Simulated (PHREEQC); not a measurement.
Make-up at 25 °C: 0.79 mol KCl, 0.23 mol K2SO4 and 1.8 mol MgCl2 per kg of water. Closed to the air; pH follows from the charge balance.

Equilibrium calculation in PHREEQC: Pitzer model, pitzer.dat.

```csv
quantity,before,after
MgOH+ (mol/kgw),1.59e-6,5.73e-7
HSO4- (mol/kgw),7.14e-7,3.70e-7
SI of Sylvite (KCl),-0.42,-1.11
SI of Arcanite (K2SO4),-0.89,-0.54
```

Name the change that produced these shifts.
A. K2SO4 from 0.23 to 0.207 mol/kgw
B. MgCl2 from 1.8 to 3.6 mol/kgw
C. MgCl2 from 1.8 to 0.36 mol/kgw
D. diluted 10-fold with water
E. KCl from 0.79 to 1.58 mol/kgw

C, MgCl2 from 1.8 to 0.36 mol/kgw

This is a speciation only: nothing precipitates in the calculation.
